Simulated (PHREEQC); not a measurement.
Dissolve 0.031 mol/kgw HF, 0.00064 mol/kgw NH4HF2 and 0.00021 mol/kgw H4SiO4 at 14 °C and 300 atm. Closed to the air; pH follows from the charge balance.

Model: ion-association model, phreeqc.dat, run in PHREEQC.

Each row changes one thing in this solution. Precipitation was switched off in this run.

```csv
case,pH,ionic strength (mol/kgw),HF (mol/kgw),F- (mol/kgw),HF2- (mol/kgw),SI of Quartz (SiO2)
as made,2.30,0.00623,0.0250,0.00520,0.000399,-6.87
NH4HF2 left out,2.28,0.00581,0.0242,0.00482,0.000358,-6.74
H4SiO4 from 0.00021 to 0.00042 mol/kgw,2.29,…,0.0241,0.00493,0.000364,-6.45
HF replaced by (NH4)2SiF6 at the same molality,3.13,…,0.00135,0.00232,9.60e-6,+0.92
NH4HF2 from 0.00064 to 0.000128 mol/kgw,2.29,0.00589,0.0244,0.00489,0.000366,-6.77
H4SiO4 replaced by K2SiO3 at the same molality,2.32,0.00643,0.0248,0.00539,0.000410,-6.88
H4SiO4 from 0.00021 to 0.000189 mol/kgw,2.30,0.00620,0.0251,0.00523,0.000403,-6.92
diluted 100-fold with water,3.61,0.000258,6.52e-5,0.000258,5.15e-8,-1.55
temperature from 14 to 35 °C,2.37,0.00538,0.0259,0.00434,0.000411,-5.59
```

Task: Some entries are withheld; supply them.

Result: 
- H4SiO4 from 0.00021 to 0.00042 mol/kgw, ionic strength (mol/kgw): 0.00655
- HF replaced by (NH4)2SiF6 at the same molality, ionic strength (mol/kgw): 0.0941

Some of these states are supersaturated (in Quartz (slow to form), Chalcedony (slow to form), for instance). Under pressure, the constants of complexes without a molar volume in the database are unreliable. Away from 25 °C the constants follow the database's enthalpies or fits; those with neither stay at their 25 °C values. SiF6-2 is the database's only silicon fluoride.
